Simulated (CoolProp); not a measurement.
20 sccm (0 °C, 1 atm) of nitrogen bubbles through liquid dimethyl carbonate at 319.7 K and leaves saturated at a total pressure of 0.15 MPa (ideal gas phase). Each further row changes one setting.

Computed with CoolProp (reference Helmholtz-energy equation of state, Zhou 2011).

| case | vapour pressure (kPa) | mole fraction of vapour | delivery (mg/min) | delivery (sccm) | change of delivery for a bath 1 K warmer (%) |
|---|---|---|---|---|---|
| as stated | 20.1 | 0.134 | (withheld) | 3.09 | 5.1 |
| bath temperature 324.7 K | (withheld) | (withheld) | 15.9 | (withheld) | 5.1 |
| total pressure 0.3 MPa | 20.1 | (withheld) | 5.76 | (withheld) | (withheld) |

### Question
What belongs in the gaps?

### Answer

- as stated, delivery (mg/min): 12.4
- bath temperature 324.7 K, vapour pressure (kPa): 24.8
- bath temperature 324.7 K, mole fraction of vapour: 0.166
- bath temperature 324.7 K, delivery (sccm): 3.97
- total pressure 0.3 MPa, mole fraction of vapour: 0.0669
- total pressure 0.3 MPa, delivery (sccm): 1.43
- total pressure 0.3 MPa, change of delivery for a bath 1 K warmer (%): 4.7
